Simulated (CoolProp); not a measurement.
Properties of R141b along the isotherm 119.25 °C (Tc = 204.4 °C, pc = 4.212 MPa, ω = 0.220).

Model: reference Helmholtz-energy equation of state, Lemmon 2006, in CoolProp. It is a short technical equation, of lower accuracy than the large ones.

```tsv
p (MPa)	phase	density (kg/m³)	speed of sound (m/s)	expansivity (1/kK)	viscosity (µPa s)
0.658	gas	26.49	158.0	3.799	12.0
1.32	liquid	1025	484.6	2.746	159
1.97	liquid	1029	492.9	2.667	161
2.63	liquid	1033	501.1	2.594	164
3.29	liquid	1037	509.0	2.526	166
3.95	liquid	1041	516.6	2.464	168
4.61	liquid	1044	524.0	2.406	170
5.26	liquid	1048	531.1	2.353	173
5.92	liquid	1051	538.0	2.302	175
6.58	liquid	1054	544.9	2.255	177
7.24	liquid	1057	551.5	2.211	179
7.9	liquid	1061	558.0	2.169	181
8.55	liquid	1064	564.2	2.130	183
9.21	liquid	1066	570.4	2.092	185
9.87	liquid	1069	576.4	2.057	187
10.5	liquid	1072	582.1	2.025	189
```

Viscosity comes from a separate model (Huber 2003), an estimate that may be off by 10 % or more.
